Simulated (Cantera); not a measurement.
Charge: 1 mol CH2F2, 0.04 mol CH4, at 0.0150 Torr.

Cantera equilibrium calculation (NASA polynomials, part measured and part estimated; ideal gas, pure solids and liquids). Candidate condensed phases: C, C6H6, C7H8, C8H18; 95 gas species. The numbers say what is thermodynamically allowed, not how fast it happens.

x: gas mole fraction; n: condensed amount in mol.

```tsv
T (K)	x HF	x H	x F	x H2	x C3	x C	x CF	n C(graphite)
923	0.962	1.07e-8	<1e-12	0.0385	<1e-12	<1e-12	<1e-12	1.04
1073	0.962	6.14e-7	5.71e-12	0.0385	<1e-12	<1e-12	<1e-12	1.04
1223	0.962	1.32e-5	7.82e-10	0.0385	<1e-12	<1e-12	<1e-12	1.04
1373	0.961	0.000146	3.69e-8	0.0384	<1e-12	<1e-12	1.74e-12	1.04
1523	0.961	0.00101	8.25e-7	0.0379	<1e-12	2.05e-12	1.67e-10	1.04
1673	0.959	0.00483	1.08e-5	0.0360	[?]	3.32e-10	7.17e-9	1.04
1823	0.953	0.0167	1.00e-4	0.0298	[?]	2.31e-8	1.77e-7	1.04
1973	0.941	0.0403	0.000781	0.0179	[?]	8.44e-7	3.17e-6	1.04
2123	0.921	0.0664	0.00588	0.00684	[?]	1.85e-5	4.83e-5	1.04
2273	0.863	0.0998	0.0333	0.00282	[?]	0.000268	0.000501	1.03
2423	0.703	0.173	0.109	0.00190	[?]	0.00279	0.00278	0.969
```

Task: Some entries are withheld; supply them.

Result: 
- 1673, x C3: 8.74e-11
- 1823, x C3: 1.15e-8
- 1973, x C3: 7.06e-7
- 2123, x C3: 2.40e-5
- 2273, x C3: 0.000505
- 2423, x C3: 0.00721
